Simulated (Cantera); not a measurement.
Stirred combustor or abatement burner

A perfectly stirred reactor is fed with 7.29 % CH₄, 17.8 % O₂, 66.9 % N₂, 8.02 % H₂O, equivalence ratio 0.82, at 750 Torr; it is adiabatic with a 675 K inlet, and is followed from long to short residence time, starting on the burning branch (τ in s: 0.29, 0.12, 0.052, 0.022, 0.0093, 0.004, 0.0017, 0.00071, 0.0003, 0.00013, 5.5e-05).

Computed with Cantera and GRI-Mech 3.0 (53 species, 325 reactions).

| τ (s) | T (K) | x CH₄ | x O₂ | x H₂O | x C₂H₂ | x NO₂ |
|---|---|---|---|---|---|---|
| 0.29 | 2147 | 1.14e-6 | 0.0316 | 0.222 | 3.41e-11 | 7.56e-7 |
| 0.12 | 2145 | 2.61e-6 | 0.0320 | 0.222 | 1.66e-10 | 4.22e-7 |
| 0.052 | 2141 | 5.49e-6 | 0.0324 | 0.222 | 6.49e-10 | 2.33e-7 |
| 0.022 | 2130 | 1.11e-5 | 0.0328 | 0.221 | 2.10e-9 | 1.30e-7 |
| 0.0093 | 2111 | 2.10e-5 | 0.0336 | 0.219 | 5.26e-9 | 7.48e-8 |
| 0.0040 | 2081 | 3.81e-5 | 0.0347 | 0.217 | 1.10e-8 | 4.35e-8 |
| 0.0017 | 2037 | 7.05e-5 | 0.0365 | 0.213 | 2.20e-8 | 2.53e-8 |
| 0.00071 | 1979 | 0.000138 | 0.0389 | 0.209 | 4.81e-8 | 1.49e-8 |
| 0.00030 | 1909 | 0.000290 | 0.0423 | 0.205 | 1.25e-7 | 9.07e-9 |
| 0.00013 | 1828 | 0.000689 | 0.0475 | 0.200 | 4.42e-7 | 5.47e-9 |
| 5.5e-5 | 675 | 0.0729 | 0.178 | 0.0802 | <1e-12 | <1e-12 |
x: mole fraction; the columns are a selection and need not sum to one.
